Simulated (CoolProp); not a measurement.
Vapour-liquid equilibrium of R125 (1) + propylene (2) at -23.35 °C; x and y are mole fractions of (1).

The numbers come from the multi-fluid Helmholtz-energy mixture model, Lemmon 2005 and Lemmon 2013; pair parameters Bell 2016 in CoolProp.

Give the bubble pressure and the first vapour's composition at x = 0.25, 0.55, 0.85. Is there an azeotrope?

x = 0.25: 354.1 kPa, y = 0.372; x = 0.55: 373.1 kPa, y = 0.543; x = 0.85: 345.6 kPa, y = 0.757. y crosses x between x = 0.45 and 0.55: the model has an azeotrope there.

Pair parameters are fitted to limited data, so mixtures are less certain than the pure fluids.
